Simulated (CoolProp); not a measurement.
Model: reference Helmholtz-energy equation of state, Thol 2017, in CoolProp.

Task: Give the vapour pressure (MPa), liquid density (kg/m³), vapour density (kg/m³), liquid cp (kJ/(kg K)) of saturated decamethyltetrasiloxane (MD2M) at 462, 474.5, 511.9 K.

Result: 
```json
[
 {"T (K)": "462", "p (MPa)": "0.0883", "liquid density (kg/m³)": "674", "vapour density (kg/m³)": "7.65", "liquid cp (kJ/(kg K))": "2.10"},
 {"T (K)": "474.5", "p (MPa)": "0.119", "liquid density (kg/m³)": "658", "vapour density (kg/m³)": "10.3", "liquid cp (kJ/(kg K))": "2.13"},
 {"T (K)": "511.9", "p (MPa)": "0.265", "liquid density (kg/m³)": "606", "vapour density (kg/m³)": "22.8", "liquid cp (kJ/(kg K))": "2.22"}
]
```
